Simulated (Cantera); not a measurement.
An isothermal, constant-pressure homogeneous reactor starts with 45.5 % NH₃, 54.5 % H₂, at 1775 K and 17000 Pa.

Model: the gas-phase N/H chemistry of the illustrative SiF4/NH3 mechanism in the Surface Chemkin manual (1991), integrated in Cantera. Walls and surfaces, which speed up NH3 decomposition in real reactors, are not modelled.

x: mole fraction; the columns are a selection and need not sum to one.

```json
[
 {"t (s)": "0.000400", "x NH₃": "0.455", "x H₂": "0.545", "x N": "1.73e-10", "x N₂H₂": "7.87e-9", "x N₂": "3.62e-8", "x N₂H₄": "4.93e-10", "x NH": "[?]"},
 {"t (s)": "0.000972", "x NH₃": "0.454", "x H₂": "0.545", "x N": "2.42e-9", "x N₂H₂": "5.35e-8", "x N₂": "8.75e-7", "x N₂H₄": "2.87e-9", "x NH": "[?]"},
 {"t (s)": "0.00236", "x NH₃": "0.454", "x H₂": "0.545", "x N": "2.58e-8", "x N₂H₂": "3.26e-7", "x N₂": "1.64e-5", "x N₂H₄": "1.42e-8", "x NH": "[?]"},
 {"t (s)": "0.00574", "x NH₃": "0.454", "x H₂": "0.546", "x N": "8.24e-8", "x N₂H₂": "8.26e-7", "x N₂": "0.000167", "x N₂H₄": "3.14e-8", "x NH": "2.03e-6"},
 {"t (s)": "0.0140", "x NH₃": "0.452", "x H₂": "0.547", "x N": "8.94e-8", "x N₂H₂": "8.78e-7", "x N₂": "0.000674", "x N₂H₄": "3.31e-8", "x NH": "2.14e-6"},
 {"t (s)": "0.0339", "x NH₃": "0.449", "x H₂": "0.549", "x N": "8.95e-8", "x N₂H₂": "8.69e-7", "x N₂": "0.00191", "x N₂H₄": "3.28e-8", "x NH": "2.14e-6"},
 {"t (s)": "0.0825", "x NH₃": "0.440", "x H₂": "0.555", "x N": "8.99e-8", "x N₂H₂": "8.45e-7", "x N₂": "0.00485", "x N₂H₄": "3.19e-8", "x NH": "2.13e-6"},
 {"t (s)": "0.201", "x NH₃": "0.420", "x H₂": "0.568", "x N": "9.05e-8", "x N₂H₂": "7.92e-7", "x N₂": "0.0117", "x N₂H₄": "3.01e-8", "x NH": "2.10e-6"},
 {"t (s)": "0.487", "x NH₃": "0.377", "x H₂": "0.596", "x N": "9.20e-8", "x N₂H₂": "6.81e-7", "x N₂": "0.0266", "x N₂H₄": "2.61e-8", "x NH": "2.04e-6"},
 {"t (s)": "1.18", "x NH₃": "0.294", "x H₂": "0.651", "x N": "9.44e-8", "x N₂H₂": "4.87e-7", "x N₂": "0.0551", "x N₂H₄": "1.88e-8", "x NH": "1.90e-6"},
 {"t (s)": "2.88", "x NH₃": "0.173", "x H₂": "0.730", "x N": "9.63e-8", "x N₂H₂": "2.43e-7", "x N₂": "0.0966", "x N₂H₄": "9.27e-9", "x NH": "[?]"},
 {"t (s)": "7.00", "x NH₃": "0.0622", "x H₂": "0.803", "x N": "9.14e-8", "x N₂H₂": "6.49e-8", "x N₂": "0.135", "x N₂H₄": "2.24e-9", "x NH": "[?]"}
]
```

### Question
Some entries are withheld; supply them.

### Answer

- 0.000400, x NH: 3.29e-8
- 0.000972, x NH: 1.90e-7
- 0.00236, x NH: 9.30e-7
- 2.88, x NH: 1.61e-6
- 7.00, x NH: 1.10e-6
